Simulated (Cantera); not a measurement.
A closed system holds: 1 mol Fe₃O₄, 140 mol H₂, at 0.320 bar.

Cantera equilibrium calculation (NASA polynomials, part measured and part estimated; ideal gas, pure solids and liquids). Candidate condensed phases: Fe, FeO, Fe(OH)₂, Fe(OH)₃, Fe₂O₃, Fe₃O₄, H₂O; 12 gas species. Rates play no part.

Question: Which condensed phases are stable at each of these points (T (°C)): 650, 750, 850, 950, 1050, 1150, 1250, 1350, 1450, 1550, 1650?

Answer: 
```json
[
 {"T (°C)": "650", "condensed phases": "Fe(α)", "Fe condensed (%)": "100.0"},
 {"T (°C)": "750", "condensed phases": "Fe(α)", "Fe condensed (%)": "100.0"},
 {"T (°C)": "850", "condensed phases": "Fe(α)", "Fe condensed (%)": "100.0"},
 {"T (°C)": "950", "condensed phases": "Fe(γ)", "Fe condensed (%)": "100.0"},
 {"T (°C)": "1050", "condensed phases": "Fe(γ)", "Fe condensed (%)": "100.0"},
 {"T (°C)": "1150", "condensed phases": "Fe(γ)", "Fe condensed (%)": "100.0"},
 {"T (°C)": "1250", "condensed phases": "Fe(γ)", "Fe condensed (%)": "100.0"},
 {"T (°C)": "1350", "condensed phases": "Fe(γ)", "Fe condensed (%)": "100.0"},
 {"T (°C)": "1450", "condensed phases": "Fe(δ)", "Fe condensed (%)": "99.9"},
 {"T (°C)": "1550", "condensed phases": "Fe(l)", "Fe condensed (%)": "99.4"},
 {"T (°C)": "1650", "condensed phases": "Fe(l)", "Fe condensed (%)": "97.8"}
]
```

From 650 °C to 850 °C the condensed part is Fe(α). From 950 °C to 1350 °C the condensed part is Fe(γ). At 1450 °C the condensed part is Fe(δ). From 1550 °C to 1650 °C the condensed part is Fe(l).
